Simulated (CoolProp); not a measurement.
The fluid at 298.15 K and 3.93 MPa flows at 8.1 m/s in a round tube of 6 mm bore and 45 µm roughness, fully developed (64/Re and Nu = 3.66 if laminar; Colebrook and Gnielinski if turbulent). The same conditions are run with several fluids, on thermodynamics alone (safety and materials aside).

Computed with CoolProp (reference Helmholtz-energy equation of state of each fluid (C3F8 (R218): Lemmon 2006; ammonia: Gao 2020; water: Wagner 2002; R404A: Lemmon 2003; R410A: Lemmon 2003)). Blends and air are pseudo-pure fits.

| fluid | Reynolds number | Darcy friction factor | pressure drop (Pa/m) | heat-transfer coefficient (W/(m² K)) | mass flow (kg/h) |
|---|---|---|---|---|---|
| C3F8 (R218) | 349000 | 0.0347 | 260000 | 22200 | 1130 |
| ammonia | 219000 | 0.0348 | 115000 | 87000 | 499 |
| water | 54600 | 0.0358 | 195000 | 49600 | 823 |
| R404A | 380000 | 0.0347 | 203000 | 29900 | 883 |
| R410A | 416000 | 0.0346 | 204000 | 38400 | 890 |

Transport values come from each fluid's own correlations; those of C3F8 (R218) are estimates that may be off by 10 % or more.
